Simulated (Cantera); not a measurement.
Cantera run:

```python
import numpy as np
import cantera as ct

gas_names = """
    CL CL2 H HCL H2 N NH NH2 NH3 N2 N2H2 N2H4 Si SiCL SiCL2 SiCL3 SiCL4 SiH SiHCL3 SiH2 SiH2CL2 SiH3
    SiH3CL SiH4 SiN Si2 Si2N Si3
""".split()
cond_names = """
    NH4CL(a) NH4CL(b) Si(cr) Si(L) Si3N4(a)
""".split()


# ... load() reads the species with a 1 bar reference pressure and builds the phases ...
atoms = {
    'SiHCl3': {'Si': 1, 'H': 1, 'CL': 3},
    'NH3': {'N': 1, 'H': 3},
    'H2': {'H': 2},
}
top_T = {'Si3N4(a)': 2400}  # K; cautious upper limits of use, not melting points


# ... equilibrate(T, P, feed) seeds the gas with the atoms and calls Mixture.equilibrate('TP', solver="vcs", rtol=1e-11, max_steps=5000) ...
results = []
feed = {'SiHCl3': 1, 'NH3': 0.75, 'H2': 12}  # mol
T = 1800  # K
for P in [5, 15, 45, 140, 410, 1200, 3700, 11000, 33000, 100000]:
    mix = equilibrate(T, P, feed)
    results.append((T, P, feed, dict(zip(mix.species_names, mix.species_moles))))
    x = sorted(zip(gas.X, gas.species_names), reverse=True)
    print(f"T = {T:g} K  P = {P:g} Pa  gas = {mix.phase_moles(0):.4g} mol")
    print("   x: " + "  ".join(f"{s} {v:.3e}" for v, s in x if v > 1e-06))
    print("   condensed (mol): " + ("  ".join(f"{mix.phase(i).name} {mix.phase_moles(i):.4g}"
          for i in range(1, mix.n_phases) if mix.phase_moles(i) > 1e-12) or "none"))
```

Output:

```
T = 1800 K  P = 5 Pa  gas = 16.42 mol
   x: H2 7.481e-01  HCL 1.192e-01  H 4.380e-02  Si 3.008e-02  SiCL2 2.780e-02  N2 2.282e-02  CL 5.340e-03  SiCL 2.537e-03  SiH 2.099e-04  Si2 8.610e-05  SiN 1.423e-05  SiCL3 1.367e-05  Si2N 1.084e-05  SiH2 1.061e-05  Si3 9.706e-06
   condensed (mol): none
T = 1800 K  P = 15 Pa  gas = 16.07 mol
   x: H2 7.832e-01  HCL 1.030e-01  SiCL2 3.926e-02  H 2.587e-02  N2 2.331e-02  Si 1.985e-02  CL 2.604e-03  SiCL 2.449e-03  SiH 2.454e-04  Si2 1.124e-04  SiCL3 2.825e-05  Si3 2.508e-05  Si2N 2.477e-05  SiH2 2.197e-05  SiN 1.643e-05
   condensed (mol): none
T = 1800 K  P = 45 Pa  gas = 15.76 mol
   x: H2 8.050e-01  HCL 1.041e-01  SiCL2 4.159e-02  N2 2.379e-02  H 1.514e-02  Si 7.057e-03  SiCL 1.503e-03  CL 1.498e-03  SiH 1.532e-04  SiCL3 5.165e-05  Si2 4.264e-05  SiH2 2.410e-05  Si2N 1.644e-05  SiN 1.022e-05  Si3 1.015e-05
   condensed (mol): Si(L) 0.2037
T = 1800 K  P = 140 Pa  gas = 15.62 mol
   x: H2 8.153e-01  HCL 1.056e-01  SiCL2 4.227e-02  N2 2.401e-02  H 8.641e-03  Si 2.268e-03  SiCL 8.590e-04  CL 8.564e-04  SiCL3 9.334e-05  SiH 8.743e-05  SiH2 2.440e-05  Si2 1.371e-05  Si2N 9.365e-06  SiN 5.823e-06  Si3 3.262e-06
   condensed (mol): Si(L) 0.2869
T = 1800 K  P = 410 Pa  gas = 15.56 mol
   x: H2 8.200e-01  HCL 1.062e-01  SiCL2 4.255e-02  N2 2.410e-02  H 5.064e-03  Si 7.746e-04  SiCL 5.036e-04  CL 5.021e-04  SiCL3 1.613e-04  SiH 5.124e-05  SiH2 2.454e-05  Si2N 5.483e-06  Si2 4.680e-06  SiN 3.409e-06  SiHCL3 1.911e-06  Si3 1.114e-06
   condensed (mol): Si(L) 0.3139
T = 1800 K  P = 1200 Pa  gas = 15.53 mol
   x: H2 8.226e-01  HCL 1.065e-01  SiCL2 4.262e-02  N2 2.414e-02  H 2.964e-03  SiCL 2.946e-04  CL 2.937e-04  SiCL3 2.767e-04  Si 2.646e-04  SiH 2.999e-05  SiH2 2.462e-05  SiHCL3 5.616e-06  Si2N 3.208e-06  SiCL4 2.898e-06  SiN 1.995e-06  SiH2CL2 1.972e-06  Si2 1.599e-06
   condensed (mol): Si(L) 0.3239
T = 1800 K  P = 3700 Pa  gas = 15.51 mol
   x: H2 8.242e-01  HCL 1.065e-01  SiCL2 4.252e-02  N2 2.417e-02  H 1.690e-03  SiCL3 4.841e-04  SiCL 1.676e-04  CL 1.671e-04  Si 8.583e-05  SiH2 2.467e-05  SiHCL3 1.727e-05  SiH 1.710e-05  SiCL4 8.892e-06  SiH2CL2 6.079e-06  Si2N 1.828e-06  SiN 1.137e-06
   condensed (mol): Si(L) 0.3277
T = 1800 K  P = 11000 Pa  gas = 15.5 mol
   x: H2 8.253e-01  HCL 1.061e-01  SiCL2 4.221e-02  N2 2.419e-02  H 9.807e-04  SiCL3 8.257e-04  SiCL 9.685e-05  CL 9.655e-05  SiHCL3 5.082e-05  Si 2.887e-05  SiCL4 2.605e-05  SiH2 2.470e-05  SiH2CL2 1.796e-05  SiH 9.923e-06  SiH3CL 1.955e-06  Si2N 1.061e-06
   condensed (mol): Si(L) 0.3288
T = 1800 K  P = 33000 Pa  gas = 15.49 mol
   x: H2 8.264e-01  HCL 1.054e-01  SiCL2 4.156e-02  N2 2.421e-02  SiCL3 1.397e-03  H 5.666e-04  SiHCL3 1.490e-04  SiCL4 7.576e-05  SiCL 5.548e-05  CL 5.531e-05  SiH2CL2 5.314e-05  SiH2 2.474e-05  Si 9.623e-06  SiH3CL 5.830e-06  SiH 5.733e-06  NH3 1.126e-06
   condensed (mol): Si(L) 0.3287
T = 1800 K  P = 100000 Pa  gas = 15.24 mol
   x: H2 8.395e-01  HCL 1.073e-01  SiCL2 3.991e-02  N2 9.644e-03  SiCL3 2.359e-03  SiHCL3 4.415e-04  H 3.281e-04  SiCL4 2.249e-04  SiH2CL2 1.571e-04  CL 3.209e-05  SiCL 3.030e-05  SiH2 2.365e-05  SiH3CL 1.720e-05  SiH 3.124e-06  Si 2.989e-06  NH3 2.205e-06
   condensed (mol): Si3N4(a) 0.114
```

Equilibrium computed with Cantera from the NASA thermochemical tables; the gas is ideal and each condensed phase is pure. The tables' values for SiCl, SiCl3, SiN are old estimates; treat these amounts as uncertain. Gases not in the tables: Si2H6 and higher silanes.
